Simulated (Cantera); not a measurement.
Cantera run, input and output.

```python
import numpy as np
import cantera as ct

gas = ct.Solution("gri30.yaml")
gas.TPX = 1023, 22000, {'CH3OH': 1, 'O2': 3.49, 'N2': 10.1}
reactor = ct.IdealGasReactor(gas, energy="on", clone=False)
net = ct.ReactorNet([reactor])
net.rtol, net.atol = 1e-08, 1e-16
show = ['CH3OH', 'O2', 'CO2', 'CH2O', 'CH2', 'C2H2', 'OH']
times = np.geomspace(1e-06, 5, 12)

steps = ct.SolutionArray(gas, extra=["t"])
rows = []
print(f"{'t/s':>10s}{'T/K':>9s}{'P/Pa':>11s}" + "".join(f"{s:>11s}" for s in show))
for t in times:
    while net.time < t:
        t_next = net.step()
        steps.append(gas.state, t=t_next)
    rows.append([np.interp(t, steps.t, y) for y in (steps.T, steps.P, *steps(*show).X.T)])
    print(f"{t:10.3e}{rows[-1][0]:9.1f}{rows[-1][1]:11.4g}" + "".join(f"{x:11.3e}" for x in rows[-1][2:]))
rate = np.gradient(steps.T, steps.t)
print("integrator steps:", len(steps.t))
if steps.T.max() > steps.T[0] + 200:
    print(f"time of steepest temperature rise: {steps.t[rate.argmax()]:.4e} s")
gas.TPX = 1023, 22000, {'CH3OH': 1, 'O2': 3.49, 'N2': 10.1}
gas.equilibrate("UV")
print(f"equilibrium (UV): T = {gas.T:.1f} K  " + "  ".join(f"{s} {gas[s].X[0]:.3e}" for s in show))
```

Output:

```
       t/s      T/K       P/Pa      CH3OH         O2        CO2       CH2O        CH2       C2H2         OH
 1.000e-06   1023.0    2.2e+04  6.854e-02  2.392e-01  1.265e-13  3.874e-13  9.843e-14  8.685e-26  1.031e-12
 4.064e-06   1023.0    2.2e+04  6.854e-02  2.392e-01  6.554e-13  5.538e-12  1.008e-13  5.196e-25  1.770e-12
 1.652e-05   1023.0    2.2e+04  6.854e-02  2.392e-01  2.809e-12  4.534e-11  1.008e-13  2.284e-24  1.914e-12
 6.714e-05   1023.0    2.2e+04  6.854e-02  2.392e-01  1.156e-11  2.348e-10  1.008e-13  9.454e-24  1.927e-12
 2.729e-04   1023.0    2.2e+04  6.854e-02  2.392e-01  4.714e-11  1.061e-09  1.008e-13  3.860e-23  1.946e-12
 1.109e-03   1023.0    2.2e+04  6.854e-02  2.392e-01  1.918e-10  4.918e-09  1.008e-13  1.573e-22  1.978e-12
 4.508e-03   1023.0    2.2e+04  6.854e-02  2.392e-01  7.795e-10  2.199e-08  1.008e-13  6.499e-22  1.989e-12
 1.832e-02   1023.0    2.2e+04  6.854e-02  2.392e-01  3.168e-09  9.217e-08  1.008e-13  2.844e-21  2.005e-12
 7.447e-02   1023.0    2.2e+04  6.854e-02  2.392e-01  1.288e-08  3.928e-07  1.008e-13  1.492e-20  2.418e-12
 3.027e-01   1023.0    2.2e+04  6.854e-02  2.392e-01  5.245e-08  2.809e-06  1.008e-13  1.155e-19  1.176e-11
 1.230e+00   1032.1  2.223e+04  6.604e-02  2.376e-01  3.515e-06  2.014e-03  1.505e-13  2.163e-17  3.186e-08
 5.000e+00   2339.3  5.239e+04  3.610e-20  1.236e-01  6.217e-02  9.801e-13  4.380e-19  2.982e-24  9.765e-03
integrator steps: 2474
time of steepest temperature rise: 1.2995e+00 s
equilibrium (UV): T = 2339.3 K  CH3OH 3.699e-20  O2 1.236e-01  CO2 6.217e-02  CH2O 9.801e-13  CH2 7.338e-19  C2H2 3.478e-24  OH 9.765e-03
```

Computed with Cantera and GRI-Mech 3.0 (53 species, 325 reactions). GRI-Mech 3.0 was tuned for natural gas; its chemistry of methanol as a main component is partial and can be far from experiment.
